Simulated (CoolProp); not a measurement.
The fluid at 192.91 K and 12.9 MPa (supercritical) is heated at constant pressure to 220.8 K. The same conditions are run with several fluids, on thermodynamics alone (safety and materials aside).

Values from CoolProp's reference Helmholtz-energy equation of state of each fluid (fluorine: de Reuck 1990; dry air: Lemmon 2000; carbon monoxide: Lemmon 2006; normal hydrogen: Leachman 2009; methane: Setzmann 1991). Blends and air are pseudo-pure fits.

```
fluid            heat (kJ/kg)  final density (kg/m³)
---------------  ------------  ---------------------
fluorine                 39.5                      ?
dry air                  47.2                    233
carbon monoxide             ?                    224
normal hydrogen             ?                   12.9
methane                     ?                    229
```

Question: Fill in the missing entries.

Answer: 
- fluorine, final density (kg/m³): 319
- carbon monoxide, heat (kJ/kg): 49.6
- normal hydrogen, heat (kJ/kg): 397
- methane, heat (kJ/kg): 133
